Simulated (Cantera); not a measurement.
Input (Python, Cantera) and output of one run.

```python
import numpy as np
import cantera as ct

gas_names = """
    H H2 H2S Ni NiS S SH S2 S8
""".split()
cond_names = """
    Ni(cr) Ni(L) NiS(b) NiS(a) NiS(L) NiS2(s) NiS2(L) Ni3S2(I) Ni3S2(II) Ni3S2(L) Ni3S4(s) S(cr1) S(cr2)
    S(L)
""".split()


# ... load() reads the species with a 1 bar reference pressure and builds the phases ...
atoms = {
    'NiS': {'Ni': 1, 'S': 1},
    'H2': {'H': 2},
}
top_T = {'Ni3S4(s)': 620}  # K; cautious upper limits of use, not melting points


# ... equilibrate(T, P, feed) seeds the gas with the atoms and calls Mixture.equilibrate('TP', solver="vcs", rtol=1e-11, max_steps=5000) ...
results = []
feed = {'NiS': 1, 'H2': 320}  # mol
P = 101325  # Pa
for T in [725, 925, 1125, 1325, 1525, 1725, 1925, 2125]:
    mix = equilibrate(T, P, feed)
    results.append((T, P, feed, dict(zip(mix.species_names, mix.species_moles))))

top = {s: max(r[3][s] / sum(r[3][g] for g in gas_names) for r in results) for s in gas_names}
cols = sorted((s for s in top if top[s] > 1e-06), key=lambda s: -top[s])[:6]
seen = [c for c in cond_names if any(r[3].get(c, 0) > 1e-12 for r in results)]
print("log10 of partial pressures in bar; condensed amounts in mol")
print(f"{'T/K':>10s}" + "".join(f"{s[:9]:>10s}" for s in cols + seen))
for T, P, feed, n in results:
    ng = sum(n[g] for g in gas_names)
    print(f"{T:10.4g}" + "".join(f"{np.log10(max(n[s] / ng * P / 1e5, 1e-99)):10.3f}" for s in cols)
          + "".join(f"{n.get(c, 0):10.4g}" for c in seen))
```

It prints:

```
log10 of partial pressures in bar; condensed amounts in mol
       T/K        H2         H       H2S        Ni        SH         S    Ni(cr)     Ni(L)  Ni3S2(I) Ni3S2(II)
       725     0.005   -13.027    -2.977   -23.632   -11.448   -19.313         0         0    0.3333         0
       925     0.005    -9.582    -2.681   -16.468    -8.599   -14.273    0.4883         0         0    0.1706
      1125     0.004    -7.350    -2.499   -12.198    -6.766   -11.020         1         0         0         0
      1325     0.004    -5.784    -2.500    -9.228    -5.611    -8.869         1         0         0         0
      1525     0.004    -4.624    -2.502    -7.049    -4.761    -7.281         1         0         0         0
      1725     0.004    -3.729    -2.512    -5.384    -4.116    -6.068    0.9986         0         0         0
      1925     0.004    -3.018    -2.540    -4.128    -3.626    -5.126         0    0.9749         0         0
      2125     0.002    -2.439    -2.605    -3.117    -3.271    -4.403         0    0.7475         0         0
```

Equilibrium computed with Cantera from the NASA thermochemical tables; the gas is ideal and each condensed phase is pure. Metal and sulfide melt together well below either melting point, which pure phases cannot show.
